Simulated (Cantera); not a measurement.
Input: 1 mol Si3H8, 0.54 mol HCl, 15 mol N2, held at 802 °C and 0.133 bar.

Equilibrium computed with Cantera from the NASA thermochemical tables; the gas is ideal and each condensed phase is pure. Candidate condensed phases: NH4Cl, Si, Si3N4; 28 gas species. The feed counts by its element totals alone. N2 is the only nitrogen source here; it is nearly inert below about 1500 K, so the nitride shown seldom forms there in practice. Equilibrium is a limit: real reactors are often held back by kinetics, nucleation or transport.

Problem. What is the equilibrium state?

Solution. 
```json
{
  "x(N2)": "0.741",
  "x(H2)": "0.228",
  "x(HCl)": "0.0308",
  "x(NH3)": "4.57e-6",
  "x(SiCl4)": "2.45e-6",
  "n(Si3N4(s))": "1.000 mol",
  "gas_amount": "17.54 mol",
  "log10 activity of Si(s) (absent)": "-5.62"
}
```
